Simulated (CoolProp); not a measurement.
The fluid at 298.15 K and 0.465 MPa is throttled through a valve to 0.0764 MPa with no heat exchange. The same conditions are run with several fluids, on thermodynamics alone (safety and materials aside).

Computed with CoolProp (reference Helmholtz-energy equation of state of each fluid (oxygen: Schmidt 1985; R410A: Lemmon 2003; carbon dioxide: Span 1996; CF4 (R14): Platzer 1990; CH3F (R41): Lemmon 2006)). The equations of Platzer and Polt are older, rougher fits. Blends and air are pseudo-pure fits.

### Question
Rank oxygen, R410A, carbon dioxide, CF4 (R14), CH3F (R41) by temperature change (K), highest first.

### Answer
oxygen (-1.0), CF4 (R14) (-2.2), carbon dioxide (-4.3), CH3F (R41) (-7.2), R410A (-8.2)

```json
[
 {"fluid": "oxygen", "final density (kg/m³)": "0.990"},
 {"fluid": "R410A", "final density (kg/m³)": "2.33"},
 {"fluid": "carbon dioxide", "final density (kg/m³)": "1.38"},
 {"fluid": "CF4 (R14)", "final density (kg/m³)": "2.74"},
 {"fluid": "CH3F (R41)", "final density (kg/m³)": "1.08"}
]
```
